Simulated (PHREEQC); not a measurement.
Consider water at 25 °C with 54 mmol/kgw HCl and 11 mmol/kgw ZnSO4. Closed to the air; pH follows from the charge balance.

Equilibrium calculation in PHREEQC: ion-association model, phreeqc.dat.

Precipitation was switched off in this run.

Problem. What pH does the model give?

Solution. pH 1.40.

Problem. In which forms is S present?

Solution. HSO4- 59 %, SO4-2 30 %, ZnSO4 10 %, Zn(SO4)2-2 0.6 % of the S.
